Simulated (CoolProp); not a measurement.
The numbers come from the reference Helmholtz-energy equation of state, Smukala 2000 in CoolProp.

Problem. Give the vapour pressure (kPa), liquid density (kg/m³), vapour density (kg/m³), enthalpy of vaporisation (kJ/kg) of saturated ethylene at -137.65, -109.55, -53.45 °C.

Solution. 
```
T (°C)   p (kPa)  liquid density (kg/m³)  vapour density (kg/m³)  enthalpy of vaporisation (kJ/kg)
-------  -------  ----------------------  ----------------------  --------------------------------
-137.65     7.76                     614                   0.194                               528
-109.55     71.1                     576                    1.51                               491
-53.45       947                     487                    17.3                               392
```
